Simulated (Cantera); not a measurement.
A Cantera script and what it prints.

```python
import numpy as np
import cantera as ct

gas_names = """
    H HO2 H2 H2O H2O2 H2S H2SO4 O OH O2 O3 S SH SO SO2 SO3 S2 S2O S8
""".split()
cond_names = """
    H2O(s) H2O(L) H2SO4(L) S(cr1) S(cr2) S(L)
""".split()


def load(file, names, dense=False):
    # The tables refer to 1 bar. Condensed volumes are neglected.
    table = {s.name: s for s in ct.Species.list_from_file(file)}
    out = []
    for n in names:
        d = dict(table[n].input_data)
        d["thermo"] = dict(d["thermo"], **{"reference-pressure": 1e5})
        if dense:
            d["equation-of-state"] = {"model": "constant-volume", "density": "1e6 g/cm^3"}
        out.append(ct.Species.from_dict(d))
    return out


gas = ct.Solution(thermo="ideal-gas", species=load("nasa_gas.yaml", gas_names))
cond = {s.name: ct.Solution(thermo="fixed-stoichiometry", species=[s], name=s.name)
        for s in load("nasa_condensed.yaml", cond_names, dense=True)}
atoms = {
    'H2O': {'H': 2, 'O': 1},
    'H2': {'H': 2},
    'SO2': {'S': 1, 'O': 2},
}
top_T = {}  # K; cautious upper limits of use, not melting points


def equilibrate(T, P, feed):
    n = {}
    for name, mol in feed.items():
        for a, k in atoms[name].items():
            n[a] = n.get(a, 0.0) + k * mol
    gas.TPX = T, P, n
    mass = sum(n.values()) * gas.mean_molecular_weight
    gas.equilibrate("TP")
    valid = [c for c in cond.values() if c.min_temp <= T <= top_T.get(c.name, c.max_temp)]
    mix = ct.Mixture([(gas, mass / gas.mean_molecular_weight)] + [(c, 0.0) for c in valid])
    mix.T, mix.P = T, P
    mix.equilibrate("TP", solver="vcs", rtol=1e-11, max_steps=5000)
    return mix


results = []
feed = {'H2O': 1, 'H2': 0.035, 'SO2': 0.0047}  # mol
T = 1848  # K
P = 21  # Pa
mix = equilibrate(T, P, feed)
results.append((T, P, feed, dict(zip(mix.species_names, mix.species_moles))))
x = sorted(zip(gas.X, gas.species_names), reverse=True)
print(f"T = {T:g} K  P = {P:g} Pa  gas = {mix.phase_moles(0):.4g} mol")
print("   x: " + "  ".join(f"{s} {v:.3e}" for v, s in x if v > 1e-05))
print("   condensed (mol): " + ("  ".join(f"{mix.phase(i).name} {mix.phase_moles(i):.4g}"
      for i in range(1, mix.n_phases) if mix.phase_moles(i) > 1e-12) or "none"))
```

It prints:

```
T = 1848 K  P = 21 Pa  gas = 1.061 mol
   x: H2O 9.118e-01  H2 5.400e-02  OH 1.056e-02  O2 9.414e-03  H 8.502e-03  SO2 4.325e-03  O 1.268e-03  SO 1.028e-04
   condensed (mol): none
```

Method: chemical equilibrium by Gibbs-energy minimisation in Cantera with the NASA 1993 tables (ideal gas, pure condensed phases).
